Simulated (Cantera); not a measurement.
A closed system holds: 1 mol trisilylamine, 1 mol NH3, 6.2 mol H2, equilibrated at 1600 °C and 10.0 mbar.

These are equilibrium values from Cantera (NASA tables, ideal gas, pure condensed phases), not measurements of a reactor. Candidate condensed phases: Si, Si3N4; 18 gas species. The feed counts by its element totals alone. Gases not in the tables: Si2H6 and higher silanes. Equilibrium is a limit: real reactors are often held back by kinetics, nucleation or transport.

Base state: H2 0.917, N2 0.0754, H 0.00619, Si 0.000884, SiH 7.88e-5, SiH2 4.50e-5, Si2N 1.30e-5 (mole fractions); condensed: Si(l).

Question: What changes in the equilibrium state with this change: NH3 from 1 to 0.21 mol?

Answer: 
```tsv
species	before	after
H2	0.917	0.941
N2	0.0754	0.0518
H	0.00619	0.00627
Si	0.000884	0.000884
Si2N	1.30e-5	1.08e-5
SiH2	4.50e-5	4.62e-5
SiH	7.88e-5	7.98e-5
Si(l), mol	2.99	2.99
```
